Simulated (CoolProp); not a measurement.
Vapour-liquid equilibrium of n-heptane (1) + o-xylene (2) at 51.65 °C; x and y are mole fractions of (1).

Values from CoolProp's multi-fluid Helmholtz-energy mixture model, Span 2003 and Zhou 2012; pair parameters Bell 2016.

```csv
x,bubble pressure (MPa),y at the bubble point,dew pressure at overall composition x (MPa),liquid density (mol/L)
0.05,0.004986,0.294,0.003867,7.954
0.125,0.006710,0.513,0.004154,7.830
0.2,0.008233,0.632,0.004487,7.708
0.275,0.009601,0.709,0.004878,7.589
0.35,0.01085,0.764,0.005340,7.473
0.425,0.01202,0.807,0.005897,7.358
0.5,0.01312,0.841,0.006579,7.246
0.575,0.01419,0.871,0.007430,7.136
0.65,0.01524,0.897,0.008517,7.028
0.725,0.01627,0.921,0.009935,6.923
0.8,0.01731,0.944,0.01182,6.819
0.875,0.01837,0.965,0.01434,6.718
0.95,0.01945,0.986,0.01761,6.618
```

No azeotrope shows between x = 0.05 and 0.95.

The pair parameters rest on a limited set of measurements; away from them the model extrapolates.
